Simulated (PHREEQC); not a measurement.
# Mixed reagents with metal-bearing waste water: an equilibrium model

Solution A (0.03 mol H3AsO4, 0.00028 mol HF and 0.0042 mol NaHSO4 per kg of water) is mixed with solution B (11 mmol/kgw FeCl3, 0.64 mmol/kgw CuCl2 and 0.71 mmol/kgw H2SO4) at 25 °C; shares are by mass of water, 1 kg in all. Oxygen is held at 0.21 atm. CO2 from the air is kept out. Names ending in (a), (am) or -a are amorphous solids. Solids allowed: Fe(OH)3(a), Cu(OH)2, Brochantite, Antlerite, Atacamite, Scorodite, Cu3(AsO4)2:6w, Jarosite-Na, Halite, Mirabilite, Chalcanthite, CuF2:2H2O. Others were left out.

Computed with PHREEQC (ion-association model, wateq4f.dat).

Question: Predict pH, As in solution (mol/kgw) at share of solution B = 0, 0.1, 0.8, 0.9, 1.

Answer: 
| share of solution B | pH | As in solution (mol/kgw) |
|---|---|---|
| 0 | 1.95 | 0.0300 |
| 0.1 | 1.96 | 0.0270 |
| 0.8 | 2.15 | 0.00556 |
| 0.9 | 2.23 | 0.00300 |
| 1 | 2.28 | 0 |

Species that the database lacks are ignored. The database's scorodite may be far more soluble than the real mineral, and it has no iron arsenate complexes; the constant wasn't checked at its source. Fluoro complexes past AlF4- and FeF3 are missing from the database. The database has no arsenate complexes of Cu.
